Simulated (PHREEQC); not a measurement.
**Cooling-tower water: speciation**

Synthetic water in mmol/kgw, 20 °C, pH 6.85, pe 9.8: Na 2.77; K 0.742; Ca 0.915; Mg 2.78; Cl 0.563; S(6) 1.09; Alkalinity (meq/kgw) 7.86; O(0) (counted as O atoms) 0.0378; Li 0.00734; Sr 0.0617; Cd 0.00733; Pb 0.113; Si 0.0016.

Valence states are taken as typed.

All values are PHREEQC results (ion-association model, phreeqc.dat), not measurements.

| Item | Result |
|---|---|
| ionic strength | 0.0143 mol/kgw |
| specific conductance | 846 µS/cm |
| charge-balance error | 3.3 % |

```csv
species,molality,activity,log γ
HCO3-,0.00745,0.00664,-0.050
Na+,0.00275,0.00245,-0.051
Mg+2,0.00247,0.00157,-0.196
CO2,0.00225,0.00226,0.001
SO4-2,0.000855,0.000536,-0.203
Ca+2,0.000821,0.000518,-0.200
K+,0.000740,0.000655,-0.053
Cl-,0.000563,0.000499,-0.053
MgSO4,0.000173,0.000173,0.001
MgHCO3+,0.000135,0.000120,-0.052
PbCO3,9.10e-5,9.13e-5,0.001
Sr+2,5.49e-5,3.47e-5,-0.199
CaSO4,4.74e-5,4.76e-5,0.001
CaHCO3+,4.51e-5,4.03e-5,-0.049
```

No solid was allowed to form. Examples of supersaturated solids here: Cerussite, Otavite. Others may be too. The database's cadmium carbonate complexes are estimates of doubtful size.
